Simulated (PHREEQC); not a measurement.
Synthetic water in mmol/kgw, 25 °C, pH 2.92, pe 11.2: Na 65.4; K 0.452; Ca 19.4; Mg 12.6; Cl 48.8; S(6) 40.5; Cd 1.29.

Cl is adjusted to close the charge balance.
Valence states are taken as typed.

Computed with PHREEQC (ion-association model, phreeqc.dat).

No solid was allowed to form.

### Question
Predict the ionic strength, specific conductance.

### Answer
ionic strength 0.153 mol/kgw; specific conductance 10500 µS/cm.

### Question
In which forms is S present?

### Answer
SO4-2 62 %, CaSO4 15 %, MgSO4 12 %, NaSO4- 6.2 %, HSO4- 3.1 %, CdSO4 0.6 % of the S.

The solution is supersaturated, for example in Gypsum, so a real one may precipitate; this is no full list. Species that the database lacks are ignored.
